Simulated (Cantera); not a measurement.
A closed system holds: 1 mol B₂O₃, 2.6 mol N₂, at 1925 °C and 13300 Pa.

Method: chemical equilibrium by Gibbs-energy minimisation in Cantera with the NASA 1993 tables (ideal gas, pure condensed phases). Candidate condensed phases: B, BN, B₂O₃; 17 gas species. Equilibrium is a limit: real reactors are often held back by kinetics, nucleation or transport.

Base state: N₂ 0.720, B₂O₃ 0.273, BO₂ 0.00348, BO 0.00278, B₂O₂ 0.000467, NO 7.65e-5, O 2.14e-5 (mole fractions); condensed: gas only.

**Question.** What changes in the equilibrium state with this change: B₂O₃ replaced by BF₃?

**Answer.** 
```csv
species,before,after
N₂,0.720,0.722
BF₃,0,0.277
F,0,0.000676
B₂O₃,0.273,0
BO₂,0.00348,0
BO,0.00278,0
BF₂,0,0.000675
```
The tables' values for BF₂ are old estimates; treat these amounts as uncertain.

**Question.** What changes in the equilibrium state with this change: B₂O₃ replaced by B₂H₆?

**Answer.** 
```json
[
 {"species": "H₂", "before": "0", "after": "0.642"},
 {"species": "N₂", "before": "0.720", "after": "0.346"},
 {"species": "H", "before": "0", "after": "0.0122"},
 {"species": "B₂O₃", "before": "0.273", "after": "0"},
 {"species": "BH₂", "before": "0", "after": "0.000163"},
 {"species": "BO₂", "before": "0.00348", "after": "0"},
 {"species": "BO", "before": "0.00278", "after": "0"},
 {"species": "B₂O₂", "before": "0.000467", "after": "0"},
 {"species": "NO", "before": "7.65e-5", "after": "0"},
 {"species": "BN(s), mol", "before": "0", "after": "2.00"}
]
```
The feed counts by its element totals alone. The tables' values for BH₂ are old estimates; treat these amounts as uncertain.

**Question.** What changes in the equilibrium state with this change: temperature from 1925 °C to 925 °C?

**Answer.** 
```tsv
species	before	after
N₂	0.720	1.00
B₂O₃	0.273	6.46e-8
BO₂	0.00348	<1e-9
BO	0.00278	<1e-9
B₂O₂	0.000467	<1e-9
NO	7.65e-5	<1e-9
O	2.14e-5	<1e-9
B₂O₃(l), mol	0	1.00
```
